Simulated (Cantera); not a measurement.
An isothermal, constant-pressure homogeneous reactor starts with C2H6 : N2 = 1 : 130 (molar parts), at 1000 K and 9.00 Torr.

Computed with Cantera and GRI-Mech 3.0 (53 species, 325 reactions). GRI-Mech 3.0 stops at C3 and has no aromatics, soot or wall deposition, so with more carbon than oxygen in the feed, carbon stays in small species such as C2H2 where larger ones or solid carbon would form. Radical loss at walls, strong at low pressure, is not modelled.

Predict: x(C2H6) at 10.0 s; x(CH4) at 10.0 s; x(C2H2) at 10.0 s.


- x(C2H6) at 10.0 s: 0.00562 (gas-phase equilibrium 4.61e-8)
- x(CH4) at 10.0 s: 9.62e-5 (gas-phase equilibrium 0.00179)
- x(C2H2) at 10.0 s: 2.76e-5 (gas-phase equilibrium 0.00155)
